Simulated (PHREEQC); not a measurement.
Solution (21 °C): 0.0022 mol HF, 0.0065 mol (NH4)2SiF6, 0.13 mol H3BO3 and 5.2e-05 mol H2SO4 per kg of water. Closed to the air; pH follows from the charge balance.

All values are PHREEQC results (ion-association model, phreeqc.dat), not measurements.

Each row changes one thing in this solution. Precipitation was switched off in this run.

```tsv
case	pH	ionic strength (mol/kgw)	H3BO3 (mol/kgw)	H4SiO4 (mol/kgw)	BF4- (mol/kgw)	BF2(OH)2- (mol/kgw)	SI of SiO2(a) (SiO2)
as made	3.19	0.0153	0.120	0.00496	0.00461	0.00289	+0.44
temperature from 21 to 45 °C	3.17	0.0142	0.118	0.00608	0.00536	0.00419	?
temperature from 21 to 30 °C	3.19	0.0147	0.119	0.00551	0.00503	0.00341	+0.42
(NH4)2SiF6 from 0.0065 to 0.065 mol/kgw	3.48	0.182	0.105	0.0136	0.0128	0.00692	?
temperature from 21 to 90 °C	?	?	0.117	0.00647	0.00464	0.00611	+0.09
diluted 2-fold with water	3.23	?	0.0604	0.00254	0.00218	0.00145	+0.15
(NH4)2SiF6 from 0.0065 to 0.00065 mol/kgw	3.01	0.00238	0.128	0.000644	0.000582	0.000827	-0.44
```

Task: Some entries are withheld; supply them.

Result: 
- temperature from 21 to 45 °C, SI of SiO2(a) (SiO2): +0.35
- (NH4)2SiF6 from 0.0065 to 0.065 mol/kgw, SI of SiO2(a) (SiO2): +0.90
- temperature from 21 to 90 °C, pH: 3.13
- temperature from 21 to 90 °C, ionic strength (mol/kgw): 0.0139
- diluted 2-fold with water, ionic strength (mol/kgw): 0.00786

Species that the database lacks are ignored. Some of these states are supersaturated (in SiO2(a), Quartz (slow to form), Chalcedony (slow to form), for instance). At this temperature some constants are extrapolated from 25 °C, and those without enthalpy data are left unchanged. SiF6-2 is the database's only silicon fluoride. Real BF4- forms and hydrolyses slowly; the run takes it at equilibrium.
